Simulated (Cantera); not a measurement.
Feed: 1 mol CuO, 0.31 mol H2, 0.39 mol H2O, equilibrated at 1.35 Torr.

These are equilibrium values from Cantera (NASA tables, ideal gas, pure condensed phases), not measurements of a reactor. Candidate condensed phases: Cu, CuO, Cu(OH)2, Cu2O, H2O; 12 gas species. Each liquid is taken as pure. Mutual solubility and eutectic melting of coexisting phases are not modelled. Rates play no part.

x: gas mole fraction; n: condensed amount in mol.

```csv
T (K),x H2O,x Cu,x O2,x OH,x O,n CuO(s),n Cu2O(s),n Cu(l),n Cu2O(l)
600,1.00,<1e-12,2.40e-11,<1e-12,<1e-12,0.380,0.310,0,0
700,1.00,<1e-12,6.31e-8,9.66e-12,<1e-12,0.380,0.310,0,0
800,1.000,<1e-12,2.20e-5,1.35e-9,<1e-12,0.380,0.310,0,0
900,0.998,?,?,?,?,0.374,0.313,0,0
1000,0.928,2.60e-10,0.0716,1.30e-6,9.92e-10,0.164,0.418,0,0
1100,0.880,2.18e-8,0.119,8.51e-6,2.03e-8,0,0.500,0,0
1200,0.880,9.62e-7,0.119,3.74e-5,2.04e-7,0,0.500,0,0
1300,0.880,2.34e-5,0.119,0.000131,1.44e-6,0,0.500,0,0
1400,0.880,0.000358,0.119,0.000385,7.71e-6,0,0.500,0,0
1500,0.875,0.00377,0.120,0.000976,3.31e-5,0,0.498,0,0
1600,?,?,?,?,?,0,0,?,?
1700,0.606,0.0882,0.299,0.00475,0.000576,0,0,0.898,0
1800,0.460,0.301,0.227,0.00733,0.00137,0,0,0.545,0
```

Task: Complete the blanks.

Result: 
- 1600, x H2O: 0.758
- 1600, x Cu: 0.0221
- 1600, x O2: 0.217
- 1600, x OH: 0.00238
- 1600, x O: 0.000159
- 1600, n Cu(l): 0.400
- 1600, n Cu2O(l): 0.290
- 900, x Cu: 2.39e-12
- 900, x O2: 0.00200
- 900, x OH: 6.29e-8
- 900, x O: 5.68e-12
